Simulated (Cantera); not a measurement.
What does this Cantera script print?

```python
import numpy as np
import cantera as ct

gas = ct.Solution("gri30.yaml")
gas.TPX = 1923, 2666, {'CH4': 1, 'H2': 1.5}
inlet = ct.Reservoir(gas, clone=True)

reactor = ct.IdealGasConstPressureReactor(gas, energy="off", clone=False)
exhaust = ct.Reservoir(gas, clone=True)
tau = [6.2, 1.7, 0.45, 0.12, 0.033, 0.009, 0.0024, 0.00066, 0.00018][0]
for a, b in ((inlet, reactor), (reactor, exhaust)):
    ct.MassFlowController(a, b, mdot=lambda t: reactor.mass / tau)
net = ct.ReactorNet([reactor])
show = ['CH4', 'H2', 'C2H', 'CH2', 'C2H4']

rows = []
print(f"{'tau/s':>10s}{'T/K':>9s}" + "".join(f"{s:>11s}" for s in show))
for tau in [6.2, 1.7, 0.45, 0.12, 0.033, 0.009, 0.0024, 0.00066, 0.00018]:
    net.initial_time = 0.0
    net.advance(30 * tau)
    before = gas.X
    net.advance(40 * tau)
    drift = np.max(np.abs(gas.X - before) / (gas.X + 1e-9))
    rows.append([gas.T, *gas[show].X, drift])
    print(f"{tau:10.3e}{gas.T:9.1f}" + "".join(f"{x:11.3e}" for x in gas[show].X))
```

It prints:

```
     tau/s      T/K        CH4         H2        C2H        CH2       C2H4
 6.200e+00   1923.0  3.839e-03  8.500e-01  1.131e-05  2.739e-06  4.002e-05
 1.700e+00   1923.0  8.490e-03  8.473e-01  9.829e-06  4.360e-06  5.762e-05
 4.500e-01   1923.0  1.981e-02  8.402e-01  8.033e-06  6.394e-06  1.323e-04
 1.200e-01   1923.0  4.471e-02  8.238e-01  6.309e-06  8.695e-06  4.295e-04
 3.300e-02   1923.0  9.249e-02  7.920e-01  4.633e-06  1.117e-05  1.433e-03
 9.000e-03   1923.0  1.750e-01  7.371e-01  2.738e-06  1.346e-05  4.114e-03
 2.400e-03   1923.0  2.946e-01  6.591e-01  7.490e-07  1.266e-05  7.210e-03
 6.600e-04   1923.0  3.854e-01  6.053e-01  1.141e-08  3.798e-06  1.861e-03
 1.800e-04   1923.0  3.979e-01  6.003e-01  1.439e-11  3.564e-07  5.460e-05
```

Model: GRI-Mech 3.0 (53 species, 325 reactions), integrated in Cantera. GRI-Mech 3.0 stops at C3 and has no aromatics, soot or wall deposition, so with more carbon than oxygen in the feed, carbon stays in small species such as C2H2 where larger ones or solid carbon would form. Radical loss at walls, strong at low pressure, is not modelled.
